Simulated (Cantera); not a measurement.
Input: 1 mol Cr, 0.49 mol N₂O, at 2150 °C and 0.350 bar.

Method: chemical equilibrium by Gibbs-energy minimisation in Cantera with the NASA 1993 tables (ideal gas, pure condensed phases). Candidate condensed phases: Cr, CrN, Cr₂N, Cr₂O₃; 14 gas species. Mutual solubility and eutectic melting of coexisting phases are not modelled. Kinetics and transport are ignored.

Base state: N₂ 0.855, Cr 0.137, CrO 0.00827, CrO₂ 0.000162, NO 1.90e-5 (mole fractions); condensed: Cr(l) + Cr₂O₃(s).

Q: What changes in the equilibrium state with this change: temperature from 2150 °C to 2475 °C?

A: 
```tsv
species	before	after
Cr	0.137	0.489
N₂	0.855	0.383
CrO	0.00827	0.120
O₂	1.74e-7	3.69e-5
O	6.90e-6	0.000453
CrO₂	0.000162	0.00736
NO	1.90e-5	0.000316
Cr(l), mol	0.593	0
Cr₂O₃(s), mol	0.162	0
Cr₂O₃(l), mol	0	0.106
```

Q: What changes in the equilibrium state with this change: N₂O from 0.49 to 5.5 mol?

A: 
```csv
species,before,after
N₂,0.855,0.717
O₂,1.74e-7,0.248
NO,1.90e-5,0.0207
Cr,0.137,3.31e-6
CrO₂,0.000162,0.00561
CrO₃,1.06e-8,0.000436
NO₂,<1e-9,1.29e-5
O,6.90e-6,0.00825
CrO,0.00827,0.000239
"Cr(l), mol",0.593,0
"Cr₂O₃(s), mol",0.162,0.476
```

Q: What changes in the equilibrium state with this change: pressure from 0.350 bar to 1 atm?

A: 
```tsv
species	before	after
N₂	0.855	0.950
Cr	0.137	0.0472
CrO	0.00827	0.00286
CrO₂	0.000162	5.61e-5
NO	1.90e-5	1.17e-5
Cr(l), mol	0.593	0.648
Cr₂O₃(s), mol	0.162	0.163
```
